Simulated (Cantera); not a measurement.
Adiabatic ignition

An adiabatic, constant-volume homogeneous reactor starts with 6.83 % CH₄, 1.23 % C₂H₆, 0.260 % C₃H₈, 19.3 % O₂, 72.4 % N₂, equivalence ratio 1.0, at 1025 K and 4.93 atm.

Model: GRI-Mech 3.0 (53 species, 325 reactions), integrated in Cantera.

```
t (s)     T (K)  P (bar)   x CH₄  x C₂H₆   x C₃H₈     x NO    x CH₂O     x HO₂      x CO
--------  -----  -------  ------  ------  -------  -------  --------  --------  --------
4.00e-6    1025     5.00  0.0683  0.0123  0.00260   <1e-12  2.11e-12  4.47e-10    <1e-12
1.72e-5    1025     5.00  0.0683  0.0123  0.00260   <1e-12  3.91e-11   2.13e-9    <1e-12
7.39e-5    1025     5.00  0.0683  0.0123  0.00260   <1e-12  6.72e-10   1.10e-8    <1e-12
0.000317   1025     5.00  0.0683  0.0123  0.00260   <1e-12   9.68e-9   6.83e-8  3.94e-12
0.00136    1025     5.00  0.0683  0.0123  0.00260   <1e-12   1.31e-7   4.25e-7  2.45e-10
0.00586    1025     5.00  0.0683  0.0123  0.00259   <1e-12   1.15e-5   4.76e-6   1.31e-7
0.0252     2896     14.7  <1e-12  <1e-12   <1e-12  0.00989   2.17e-9   1.08e-5    0.0328
0.108      2896     14.7  <1e-12  <1e-12   <1e-12  0.00989   2.17e-9   1.08e-5    0.0328
0.465      2896     14.7  <1e-12  <1e-12   <1e-12  0.00989   2.17e-9   1.08e-5    0.0328
2.00       2896     14.7  <1e-12  <1e-12   <1e-12  0.00989   2.17e-9   1.08e-5    0.0328
```
x: mole fraction; the columns are a selection and need not sum to one.

```yaml
time_of_steepest_temperature_rise: 18.5 ms
temperature at 2.00 s: 2896 K
equilibrium_temperature: 2896 K
x(CH₄) at 2.00 s: <1e-12 (gas-phase equilibrium <1e-12)
x(C₂H₆) at 2.00 s: <1e-12 (gas-phase equilibrium <1e-12)
x(C₃H₈) at 2.00 s: <1e-12 (gas-phase equilibrium <1e-12)
```
